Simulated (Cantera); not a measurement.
Charge: 1 mol Ca(OH)2, 0.057 mol H2, 0.2 mol CO2, at 51.8 Torr.

Method: chemical equilibrium by Gibbs-energy minimisation in Cantera with the NASA 1993 tables (ideal gas, pure condensed phases). Candidate condensed phases: C, C6H6, C7H8, C8H18, Ca, CaCO3, CaO, Ca(OH)2, H2O; 115 gas species. Equilibrium is a limit: real reactors are often held back by kinetics, nucleation or transport.

**Question.** At 1750 °C, list the 5 most abundant gas species with their mole fractions, and the condensed phases.

**Answer.** H2O 0.807, CO2 0.137, H2 0.0276, CO 0.0218, OH 0.00366. Condensed: CaO(s).
